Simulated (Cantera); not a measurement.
Feed: 1 mol NH3, 0.13 mol H2O, 0.18 mol O2, equilibrated at 2475 K and 1.00 bar.

Equilibrium computed with Cantera from the NASA thermochemical tables; the gas is ideal and each condensed phase is pure. Candidate condensed phases: H2O; 24 gas species. Rates play no part.

Base state: H2 0.523, N2 0.233, H2O 0.226, H 0.0163, OH 0.00142, NO 5.94e-5, O 2.92e-5 (mole fractions); condensed: gas only.

**Question.** What changes in the equilibrium state with this change: pressure from 1.00 bar to 10.0 mbar?

**Answer.** 
| species | before | after |
|---|---|---|
| H2 | 0.523 | 0.428 |
| N2 | 0.233 | 0.215 |
| H2O | 0.226 | 0.193 |
| H | 0.0163 | 0.147 |
| OH | 0.00142 | 0.0133 |
| O2 | 5.19e-6 | 0.000561 |
| O | 2.92e-5 | 0.00303 |
| NO | 5.94e-5 | 0.000593 |

**Question.** What changes in the equilibrium state with this change: temperature from 2475 K to 1323.15 K?

**Answer.** 
| species | before | after |
|---|---|---|
| H2 | 0.523 | 0.535 |
| N2 | 0.233 | 0.235 |
| H2O | 0.226 | 0.230 |
| H | 0.0163 | 1.16e-6 |
| OH | 0.00142 | 7.24e-9 |
| NO | 5.94e-5 | <1e-9 |

**Question.** What changes in the equilibrium state with this change: temperature from 2475 K to 1750 K?

**Answer.** 
```csv
species,before,after
H2,0.523,0.535
N2,0.233,0.235
H2O,0.226,0.230
H,0.0163,0.000170
O,2.92e-5,1.07e-9
NO,5.94e-5,5.96e-8
```
